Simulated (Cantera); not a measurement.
## Equilibrium for carbon deposition, reforming and gasification: C₃H₆ + H₂ + N₂

Feed: 1 mol C₃H₆, 52 mol H₂, 13 mol N₂, at 1100 Pa.

Method: chemical equilibrium by Gibbs-energy minimisation in Cantera with the NASA 1993 tables (ideal gas, pure condensed phases). Candidate condensed phases: C, C₆H₆, C₇H₈, C₈H₁₈; 92 gas species. Kinetics and transport are ignored.

From 802 °C to 1902 °C the condensed part is C(graphite). The main C-bearing gas is CH₄ at 802 °C and HCN at 1902 °C. The share of C in condensed phases is highest at 1002 °C (99.7 %) and lowest at 1902 °C (66.2 %).

```
T (°C)   x H₂   x N₂       x H     x HCN  x C₂H₂ (acetylene)     x HNC  n C(graphite)
------  -----  -----  --------  --------  ------------------  --------  -------------
802     0.808  0.191   1.26e-7   6.23e-6             6.08e-9   1.53e-8           2.98
902     0.809  0.191   1.05e-6   2.21e-5             5.15e-8   9.69e-8           2.99
1002    0.809  0.191   6.32e-6   6.40e-5             3.11e-7   4.57e-7           2.99
1102    0.809  0.191   2.94e-5  0.000159             1.44e-6   1.72e-6           2.99
1202    0.809  0.191  0.000111  0.000347             5.39e-6   5.40e-6           2.97
1302    0.808  0.191  0.000356  0.000687             1.71e-5   1.46e-5           2.95
1402    0.807  0.190  0.000995   0.00125             4.69e-5   3.51e-5           2.91
1502    0.805  0.190   0.00248   0.00212            0.000115   7.61e-5           2.83
1602    0.802  0.189   0.00560   0.00339            0.000254  0.000151           2.72
1702    0.795  0.187    0.0116   0.00515            0.000516  0.000280           2.56
1802    0.784  0.185    0.0225   0.00746            0.000972  0.000483           2.32
1902    0.765  0.182    0.0407    0.0103             0.00171  0.000787           1.99
```
x: gas mole fraction; n: condensed amount in mol.
